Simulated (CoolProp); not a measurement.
Carbon monoxide at 298.15 K and 6.92 MPa is throttled through a valve to 4.59 MPa with no heat exchange. Each further row changes one setting.

Computed with CoolProp (reference Helmholtz-energy equation of state, Lemmon 2006). It is a short technical equation, of lower accuracy than the large ones.

| case | temperature change (K) | final phase | final density (kg/m³) |
|---|---|---|---|
| as stated | ___ | supercritical | ___ |
| outlet pressure 1.38 MPa | ___ | ___ | 16.4 |
| outlet pressure 5.97 MPa | ___ | supercritical | 68.6 |

**Question.** Some entries are withheld; supply them.

**Answer.** 
- as stated, temperature change (K): -4.7
- as stated, final density (kg/m³): 53.3
- outlet pressure 1.38 MPa, temperature change (K): -12.4
- outlet pressure 1.38 MPa, final phase: gas
- outlet pressure 5.97 MPa, temperature change (K): -1.8
